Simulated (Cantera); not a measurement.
# Equilibrium for oxide etching and cleaning by halides: MgO + F₂ + O₂

A closed system holds: 1 mol MgO, 0.83 mol F₂, 0.073 mol O₂, equilibrated at 13.3 mbar.

Method: chemical equilibrium by Gibbs-energy minimisation in Cantera with the NASA 1993 tables (ideal gas, pure condensed phases). Candidate condensed phases: Mg, MgF₂, MgO; 14 gas species. Mutual solubility and eutectic melting of coexisting phases are not modelled. Rates play no part.

From 1048 K to 1448 K the condensed part is MgF₂(s) + MgO(s). From 1548 K to 1848 K the condensed part is MgF₂(l) + MgO(s). At 1948 K the condensed part is MgO(s).

| T (K) | log p O₂ | log p MgF₂ | log p O | log p F | log p Mg₂F₄ | log p MgF | log p Mg | log p MgO | n MgF₂(s) | n MgO(s) | n MgF₂(l) |
|---|---|---|---|---|---|---|---|---|---|---|---|
| 1048 | -1.88 | -9.92 | -10.14 | -12.61 | <-13 | <-13 | <-13 | <-13 | 0.830 | 0.170 | 0 |
| 1148 | -1.88 | -8.27 | -9.04 | -11.13 | -13.21 | <-13 | <-13 | <-13 | 0.830 | 0.170 | 0 |
| 1248 | -1.88 | -6.89 | -8.11 | -9.89 | -11.36 | <-13 | <-13 | <-13 | 0.830 | 0.170 | 0 |
| 1348 | -1.88 | -5.72 | -7.33 | -8.83 | -9.80 | -12.35 | <-13 | <-13 | 0.830 | 0.170 | 0 |
| 1448 | -1.88 | -4.72 | -6.65 | -7.92 | -8.47 | -10.73 | <-13 | <-13 | 0.829 | 0.170 | 0 |
| 1548 | -1.88 | -3.87 | -6.06 | -7.14 | -7.34 | -9.33 | -12.99 | -12.69 | 0 | 0.170 | 0.825 |
| 1648 | -1.89 | -3.24 | -5.54 | -6.51 | -6.58 | -8.16 | -11.48 | -11.34 | 0 | 0.170 | 0.808 |
| 1748 | -1.95 | -2.69 | -5.11 | -5.96 | -5.91 | -7.11 | -10.13 | -10.15 | 0 | 0.170 | 0.741 |
| 1848 | -2.15 | -2.20 | -4.80 | -5.52 | -5.33 | -6.15 | -8.84 | -9.09 | 0 | 0.170 | 0.393 |
| 1948 | -2.31 | -2.08 | -4.51 | -5.26 | -5.42 | -5.44 | -7.71 | -8.14 | 0 | 0.170 | 0 |
log p: log10 of the partial pressure in bar; n: condensed amount in mol.
